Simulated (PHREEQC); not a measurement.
Dissolve 13 mmol/kgw KOH, 20 mmol/kgw CO2 and 8.4 mmol/kgw (CH3)4NCl at 20 °C. Closed to the air; pH follows from the charge balance.

Model: ion-association model, phreeqc.dat, run in PHREEQC.

Each row changes one thing in this solution. Precipitation was switched off in this run.

```csv
case,pH,ionic strength (mol/kgw)
as made,6.59,0.0214
KOH replaced by KF at the same molality,4.63,0.0214
KOH left out,4.04,0.00850
CO2 from 0.02 to 0.002 mol/kgw,12.05,0.0234
diluted 5-fold with water,6.62,0.00428
CO2 from 0.02 to 0.018 mol/kgw,6.74,0.0214
CO2 left out,12.21,0.0214
(CH3)4NCl from 0.0084 to 0.0042 mol/kgw,6.59,0.0172
```

Complexes and solids missing from the database can't appear. (CH3)4N+ isn't in the database: it is added as a free cation with an ion size of 4 Å.
